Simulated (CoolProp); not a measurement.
Vapour pressure (bar) of sulfur hexafluoride: the reference equation beside estimates from Tc = 318.7 K, pc = 37.55 bar, ω = 0.210. Clausius-Clapeyron is anchored at 276.9 K with a constant enthalpy of vaporisation of 11.87 kJ/mol.

Values from CoolProp's reference Helmholtz-energy equation of state, Guder 2009.

```
T (K)  reference  Lee-Kesler  Clausius-Clapeyron  van der Waals  Redlich-Kwong  Peng-Robinson
-----  ---------  ----------  ------------------  -------------  -------------  -------------
240.3      4.449       4.531               6.322          10.88          5.963          4.494
249.4      6.097       6.199               7.852          12.98          7.874          6.151
258.6      8.187       8.304               9.625          15.36          10.20          8.253
267.7      10.74       10.86               11.61          17.96          12.93          10.82
276.9      13.86       13.98               13.86          20.86          16.15          13.97
286        17.58       17.68               16.34          23.99          19.83          17.72
295.2      22.04       22.13               19.08          27.43          24.07          22.22
304.3      27.25       27.33               22.05          31.12          28.83          27.45
```

Absolute difference from the reference over all 8 rows, mean and median: Lee-Kesler 1.0 and 1.0 %, Clausius-Clapeyron 17.0 and 15.5 %, van der Waals 67.2 and 58.9 %, Redlich-Kwong 19.1 and 18.5 %, Peng-Robinson 0.8 and 0.8 %.
